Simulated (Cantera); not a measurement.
# NO annealing gas

A perfectly stirred reactor is fed with 40.0 % NO, 60.0 % N2, at 345 Torr; it is held at 2175 K, and followed from long to short residence time.

Computed with Cantera and GRI-Mech 3.0 (53 species, 325 reactions).

```
τ (s)     x NO   x N2     x NO2    x N2O       x O     x O2
------  ------  -----  --------  -------  --------  -------
8.9     0.0256  0.787   2.15e-5  6.41e-7   0.00148    0.186
3.8     0.0398  0.780   3.28e-5  1.02e-6   0.00145    0.179
1.6     0.0673  0.766   5.34e-5  2.23e-6   0.00140    0.165
0.68     0.117  0.741   8.55e-5  6.04e-6   0.00130    0.141
0.29     0.193  0.703  0.000121  1.64e-5   0.00112    0.103
0.12     0.283  0.658  0.000137  3.62e-5  0.000878   0.0581
0.051    0.346  0.627  0.000120  5.62e-5  0.000646   0.0265
0.022    0.377  0.611   9.65e-5  6.81e-5  0.000490   0.0109
0.0092   0.391  0.604   7.91e-5  7.30e-5  0.000397  0.00421
0.0039   0.396  0.602   6.71e-5  7.28e-5  0.000336  0.00157
```
x: mole fraction; the columns are a selection and need not sum to one.
